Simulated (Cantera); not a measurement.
Source: NASA polynomial tables (part measured, part estimated), evaluated in Cantera. Values are per mole of reaction as written; species without (g) are pure solids or liquids, kept so even where they would boil at 1 bar. VN: taken at fixed stoichiometry.

3 H2O(g) + 2 VN → 3 H2(g) + V2O3 + N2(g), with ΔH° = -58.9 kJ and ΔS° = 41.1 J/K at 300 K.

Problem. How far is the shortcut ΔG° ≈ ΔH°(300 K) − T·ΔS°(300 K) from the full temperature-dependent value at 698, 798, 898, 998, 1098, 1198, 1298, 1398 K?

Solution. 
```
T (K)  shortcut (kJ)  full (kJ)  difference (kJ)  difference in log10 K
-----  -------------  ---------  ---------------  ---------------------
698            -87.6      -96.0              8.4                  -0.63
798            -91.7     -104.0             12.3                  -0.81
898            -95.8     -112.4             16.6                  -0.97
998            -99.9     -121.2             21.3                  -1.11
1098          -104.0     -130.2             26.2                  -1.25
1198          -108.1     -139.6             31.5                  -1.37
1298          -112.2     -149.1             36.9                  -1.49
1398          -116.3     -158.9             42.6                  -1.59
```
The shortcut ignores the heat-capacity change of the reaction.
